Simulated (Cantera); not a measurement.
# Ignition delay

Mixture: CO : H₂ : CH₄ : O₂ : N₂ : CO₂ = 1 : 1.4 : 0.22 : 0.745 : 3.5 : 0.48 (molar parts), at 3750 Torr, adiabatic and at constant pressure. Ignition delay is the time to a rise of 400 K.

Model: GRI-Mech 3.0 (53 species, 325 reactions), integrated in Cantera.

```json
[
 {"T0 (K)": "1150", "delay (ms)": "0.160"},
 {"T0 (K)": "1250", "delay (ms)": "0.0515"},
 {"T0 (K)": "1350", "delay (ms)": "0.0237"},
 {"T0 (K)": "1450", "delay (ms)": "0.0129"},
 {"T0 (K)": "1550", "delay (ms)": "0.00791"},
 {"T0 (K)": "1650", "delay (ms)": "0.00531"}
]
```

```yaml
apparent activation energy between 1450 and 1650 K: 88 kJ/mol
```
